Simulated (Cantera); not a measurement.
What does this Cantera script print?

```python
import numpy as np
import cantera as ct

gas_names = """
    H2O H2
""".split()
cond_names = """
    V2O3(s) V2O3(L) V2O5(s) V2O5(L)
""".split()


# ... load() reads the species with a 1 bar reference pressure and builds the phases ...
species = {s.name: s for s in load("nasa_gas.yaml", gas_names) + load("nasa_condensed.yaml", cond_names)}
# Each term lists the table entries of one substance; the one whose range holds T is used.
reactions = {
    'V2O3 + 2 H2O(g) = V2O5 + 2 H2(g)':
        [(-1, ['V2O3(s)', 'V2O3(L)']), (-2, ['H2O']), (1, ['V2O5(s)', 'V2O5(L)']), (2, ['H2'])],
}


def pick(names, T):
    return next(species[n] for n in names if species[n].thermo.min_temp <= T <= species[n].thermo.max_temp)


results = []
for label, terms in reactions.items():
    print(label)
    print("     T/K   dH/kJ  dS/(J/K)   dG/kJ   log10 K")
    for T in [300, 575, 725, 875, 1025, 1175, 1325, 1475, 1625, 1775, 1925]:
        used = [(nu, pick(names, T)) for nu, names in terms]
        dH = sum(nu * s.thermo.h(T) for nu, s in used) / 1e6
        dS = sum(nu * s.thermo.s(T) for nu, s in used) / 1e3
        dG = dH - T * dS / 1e3
        logK = -dG * 1e6 / (ct.gas_constant * T * np.log(10))
        results.append((label, T, dH, dS, dG, logK, [s.name for _, s in used]))
        print(f"{T:8g} {dH:8.1f} {dS:8.1f} {dG:8.1f} {logK:8.2f}")
```

It prints:

```
V2O3 + 2 H2O(g) = V2O5 + 2 H2(g)
     T/K   dH/kJ  dS/(J/K)   dG/kJ   log10 K
     300    151.9    -83.8    177.0   -30.82
     575    158.4    -68.7    197.9   -17.98
     725    162.4    -62.5    207.7   -14.97
     875    166.3    -57.6    216.7   -12.94
    1025    235.2     15.4    219.4   -11.18
    1175    239.0     18.9    216.8    -9.64
    1325    241.9     21.2    213.8    -8.43
    1475    243.8     22.5    210.5    -7.45
    1625    244.6     23.1    207.1    -6.66
    1775    244.5     23.0    203.6    -5.99
    1925    243.4     22.4    200.2    -5.43
```

Source: NASA polynomial tables (part measured, part estimated), evaluated in Cantera. Condensed species are held in their standard states even where they would react or evaporate.
